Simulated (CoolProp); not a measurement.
Vapour-liquid equilibrium of R113 (1) + n-hexane (2) at 361.9 K; x and y are mole fractions of (1).

Computed with CoolProp (multi-fluid Helmholtz-energy mixture model, Marx 1992 and Thol 2019; pair parameters Bell 2016).

```csv
x,"bubble pressure, mixture model (bar)","bubble pressure, Raoult's law (bar)","y, mixture model","y, Raoult's law"
0.05,1.944,1.901,0.102,0.087
0.2,2.257,2.125,0.334,0.313
0.35,2.520,2.350,0.500,0.495
0.5,2.746,2.574,0.632,0.645
0.65,2.943,2.798,0.747,0.772
0.8,3.119,3.023,0.855,0.879
0.95,3.274,3.247,0.963,0.972
```

The largest gap from Raoult's law is +7.2 % in bubble pressure, at x = 0.35. No azeotrope shows between x = 0.05 and 0.95.

Pair parameters are fitted to limited data, so mixtures are less certain than the pure fluids.
